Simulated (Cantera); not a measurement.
A closed system holds: 1 mol borazine, 37 mol N2, held at 2350 K and 0.200 bar.

These are equilibrium values from Cantera (NASA tables, ideal gas, pure condensed phases), not measurements of a reactor. Candidate condensed phases: B, BN; 15 gas species. The feed counts by its element totals alone. The tables' values for BH2 are old estimates; treat these amounts as uncertain. Equilibrium is a limit: real reactors are often held back by kinetics, nucleation or transport.

Base state: N2 0.922, H2 0.0710, H 0.00743, BH2 4.24e-5, B 2.18e-5 (mole fractions); condensed: BN(s).

**Question.** What changes in the equilibrium state with this change: borazine replaced by BF3?

**Answer.** 
| species | before | after |
|---|---|---|
| N2 | 0.922 | 0.973 |
| BF3 | 0 | 0.0258 |
| F | 0 | 0.000512 |
| H2 | 0.0710 | 0 |
| H | 0.00743 | 0 |
| BF2 | 0 | 0.000505 |
| BH2 | 4.24e-5 | 0 |
| B | 2.18e-5 | <1e-9 |
| BN(s), mol | 3.00 | 0 |
The tables' values for BF2 are old estimates; treat these amounts as uncertain.

**Question.** What changes in the equilibrium state with this change: temperature from 2350 K to 1950 K?

**Answer.** 
| species | before | after |
|---|---|---|
| N2 | 0.922 | 0.925 |
| H2 | 0.0710 | 0.0746 |
| H | 0.00743 | 0.000700 |
| BH2 | 4.24e-5 | 4.47e-7 |
| B | 2.18e-5 | 4.88e-9 |
| BN(s), mol | 3.00 | 3.00 |
